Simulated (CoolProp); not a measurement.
Saturated liquid density (kg/m³) of CHF3 (R23): the reference equation beside estimates from Tc = 299.3 K, pc = 4.832 MPa, ω = 0.263. Rackett uses Z = 0.29056 − 0.08775 ω.

Model: reference Helmholtz-energy equation of state, Penoncello 2003, in CoolProp.

```json
[
 {"T (K)": "230", "reference": "1284", "Rackett": "1211", "Soave-Redlich-Kwong": "1086"},
 {"T (K)": "235.2", "reference": "1260", "Rackett": "1188", "Soave-Redlich-Kwong": "1062"},
 {"T (K)": "240.4", "reference": "1234", "Rackett": "1164", "Soave-Redlich-Kwong": "1036"},
 {"T (K)": "245.7", "reference": "1207", "Rackett": "1139", "Soave-Redlich-Kwong": "1007"},
 {"T (K)": "250.9", "reference": "1179", "Rackett": "1113", "Soave-Redlich-Kwong": "977.8"},
 {"T (K)": "256.1", "reference": "1149", "Rackett": "1085", "Soave-Redlich-Kwong": "946.3"},
 {"T (K)": "261.3", "reference": "1118", "Rackett": "1056", "Soave-Redlich-Kwong": "912.5"},
 {"T (K)": "266.5", "reference": "1084", "Rackett": "1025", "Soave-Redlich-Kwong": "875.9"},
 {"T (K)": "271.7", "reference": "1046", "Rackett": "990.6", "Soave-Redlich-Kwong": "835.9"},
 {"T (K)": "277", "reference": "1004", "Rackett": "952.2", "Soave-Redlich-Kwong": "790.9"},
 {"T (K)": "282.2", "reference": "956.3", "Rackett": "909.5", "Soave-Redlich-Kwong": "741.0"},
 {"T (K)": "287.4", "reference": "899.6", "Rackett": "858.9", "Soave-Redlich-Kwong": "683.0"}
]
```

Absolute difference from the reference over all 12 rows, mean and median: Rackett 5.4 and 5.6 %, Soave-Redlich-Kwong 18.7 and 18.0 %.
